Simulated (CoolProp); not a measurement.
A Linde-Hampson liquefier for dry air: isothermal reversible compression at 280 K from 1 atm to 20 MPa, throttling to 1 atm, return gas leaving the recuperator 0 K below the feed. Each further row changes one setting.

Model: reference Helmholtz-energy equation of state, Lemmon 2000, in CoolProp. It is a pseudo-pure fit of the blend.

| case | liquid yield per pass | compression work (kJ/kg of gas) |
|---|---|---|
| as stated | 0.099 | 421 |
| high pressure 40 MPa | 0.128 | 482 |
| warm-end temperature 310 K | 0.073 | 470 |
| warm-end gap 5 K | 0.088 | 421 |
